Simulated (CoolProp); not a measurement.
Carbon dioxide at 631.28 K and 8.92 MPa flows at 13 m/s in a round tube of 25 mm bore and 1.5 µm roughness, fully developed (64/Re and Nu = 3.66 if laminar; Colebrook and Gnielinski if turbulent). Each further row changes one setting.

Values from CoolProp's reference Helmholtz-energy equation of state, Span 1996.

```tsv
case	Reynolds number	Darcy friction factor	pressure drop (Pa/m)	heat-transfer coefficient (W/(m² K))	mass flow (kg/h)
as stated	814000	0.0131	3350	2040	1740
velocity 26 m/s	1630000	0.0122	12500	3790	3470
diameter 50 mm	1630000	0.0116	1480	1790	6950
```

Viscosity comes from a separate model (Laesecke 2017). Thermal conductivity comes from a separate model (Huber 2016).
